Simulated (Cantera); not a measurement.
Charge: 1 mol SiHCl₃, 4.1 mol N₂, at 1475 °C and 3.50 mbar.

Method: chemical equilibrium by Gibbs-energy minimisation in Cantera with the NASA 1993 tables (ideal gas, pure condensed phases). Candidate condensed phases: NH₄Cl, Si, Si₃N₄; 28 gas species. The tables' values for SiCl₃, SiCl are old estimates; treat these amounts as uncertain. Kinetics and transport are ignored.

Base state: N₂ 0.674, SiCl₂ 0.154, HCl 0.148, SiCl₃ 0.00956, H₂ 0.00808, Cl 0.00491, SiCl₄ 0.00106, H 0.000348 (mole fractions); condensed: gas only.

### Question
What changes in the equilibrium state with this change: temperature from 1475 °C to 702 °C?

### Answer
| species | before | after |
|---|---|---|
| N₂ | 0.674 | 0.724 |
| HCl | 0.148 | 0.154 |
| SiCl₄ | 0.00106 | 0.104 |
| SiCl₂ | 0.154 | 3.35e-6 |
| H₂ | 0.00808 | 0.0183 |
| Cl | 0.00491 | 2.07e-8 |
| H | 0.000348 | 2.62e-9 |
| Si₃N₄(s), mol | 0 | 0.151 |
N₂ is the only nitrogen source here; it is nearly inert below about 1500 K, so the nitride shown seldom forms there in practice. The tables' values for SiCl₃ are old estimates; treat these amounts as uncertain.
